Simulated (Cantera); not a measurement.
Cantera run, input and output.

```python
import numpy as np
import cantera as ct

surf = ct.Interface("ptcombust.yaml", "Pt_surf")
gas = surf.adjacent["gas"]
gas.TPX = 550, 44000, {'H2': 0.0071, 'O2': 0.1, 'N2': 0.79}
surf.TP = 550, 44000
reactor = ct.FlowReactor(gas, clone=False)
reactor.area = 0.0001  # m2
reactor.surface_area_to_volume_ratio = 160  # 1/m
reactor.mass_flow_rate = 4.1 * reactor.area * gas.density  # inlet velocity 4.1 m/s
reactor.energy_enabled = False
wall = ct.ReactorSurface(surf, reactor, clone=False)
net = ct.ReactorNet([reactor])
net.rtol, net.atol = 1e-8, 1e-16
show, cover = ['H2', 'O2', 'H2O'], ['PT(S)', 'H(S)', 'O(S)', 'OH(S)', 'CO(S)', 'C(S)']

rows = []
print(f"{'z/m':>9s}{'u/(m/s)':>9s}" + "".join(f"{s:>13s}" for s in show + cover))
for z in [0.00036, 0.00078, 0.0017, 0.0036, 0.0078, 0.017, 0.036]:
    net.advance(z)
    rows.append([reactor.speed, *gas[show].X, *surf[cover].coverages])
    print(f"{z:9.4g}{rows[-1][0]:9.3g}" + "".join(f"{x:13.4e}" for x in rows[-1][1:]))
```

Output:

```
      z/m  u/(m/s)           H2           O2          H2O        PT(S)         H(S)         O(S)        OH(S)        CO(S)         C(S)
  0.00036      4.1   7.5824e-03   1.1132e-01   3.3331e-04   1.0600e-01   2.3178e-08   8.8582e-01   8.1723e-03   6.4017e-25   4.1468e-29
  0.00078      4.1   7.2281e-03   1.1116e-01   6.8906e-04   1.0119e-01   2.1019e-08   8.9053e-01   8.2668e-03   1.5694e-25   6.0470e-30
   0.0017      4.1   6.5553e-03   1.1086e-01   1.3645e-03   9.2021e-02   1.7224e-08   8.9959e-01   8.3799e-03  -7.3635e-25   8.5147e-29
   0.0036      4.1   5.4944e-03   1.1039e-01   2.4296e-03   7.7459e-02   1.2041e-08   9.1415e-01   8.3781e-03  -3.0132e-26  -9.1127e-30
   0.0078     4.09   4.0396e-03   1.0974e-01   3.8901e-03   5.7288e-02   6.4838e-09   9.3472e-01   7.9818e-03   7.5103e-26   9.0175e-30
    0.017     4.09   2.5496e-03   1.0908e-01   5.3861e-03   3.6378e-02   2.5921e-09   9.5665e-01   6.9695e-03  -1.4264e-24  -1.0274e-28
    0.036     4.09   1.4430e-03   1.0858e-01   6.4971e-03   2.0685e-02   8.4475e-10   9.7372e-01   5.5883e-03   2.0374e-25   2.0248e-29
```

Cantera simulation using Deutschmann's 1995 Pt surface mechanism with GRI-Mech 3.0 gas chemistry; the numbers are that mechanism's predictions, not measurements. Catalytic surfaces can have several steady states; this one follows from the mechanism file's or the stated starting coverage. Mass transfer to the wall is taken as infinitely fast.
